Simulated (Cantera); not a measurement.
Stirred combustor or abatement burner

A perfectly stirred reactor is fed with CH4 : O2 : N2 = 1 : 1.43 : 5.37 (molar parts), equivalence ratio 1.4, at 210 Torr; it is adiabatic with a 525 K inlet, and is followed from long to short residence time, starting on the burning branch (τ in s: 0.16, 0.06, 0.023, 0.0088, 0.0034, 0.0013, 0.0005, 0.00019, 7.3e-05).

Cantera simulation using GRI-Mech 3.0 (53 species, 325 reactions); the numbers are that mechanism's predictions, not measurements.

| τ (s) | T (K) | x CH4 | x O2 | x C2H2 | x H2O | x OH | x CO | x C2H6 |
|---|---|---|---|---|---|---|---|---|
| 0.16 | 2105 | 1.75e-5 | 0.000158 | 2.10e-7 | 0.175 | 0.00155 | 0.0749 | 1.27e-10 |
| 0.060 | 2092 | 2.92e-5 | 0.000286 | 5.24e-7 | 0.174 | 0.00197 | 0.0747 | 3.76e-10 |
| 0.023 | 2078 | 5.37e-5 | 0.000504 | 1.50e-6 | 0.173 | 0.00237 | 0.0746 | 1.26e-9 |
| 0.0088 | 2063 | 0.000112 | 0.000902 | 5.21e-6 | 0.172 | 0.00269 | 0.0746 | 5.28e-9 |
| 0.0034 | 2047 | 0.000257 | 0.00173 | 2.07e-5 | 0.171 | 0.00286 | 0.0749 | 2.70e-8 |
| 0.0013 | 2020 | 0.000654 | 0.00379 | 8.21e-5 | 0.170 | 0.00285 | 0.0761 | 1.73e-7 |
| 0.00050 | 1953 | 0.00196 | 0.00992 | 0.000286 | 0.167 | 0.00245 | 0.0794 | 1.68e-6 |
| 0.00019 | 525 | 0.128 | 0.183 | <1e-12 | <1e-12 | <1e-12 | <1e-12 | <1e-12 |
| 7.3e-5 | 525 | 0.128 | 0.183 | <1e-12 | <1e-12 | <1e-12 | <1e-12 | <1e-12 |
x: mole fraction; the columns are a selection and need not sum to one.
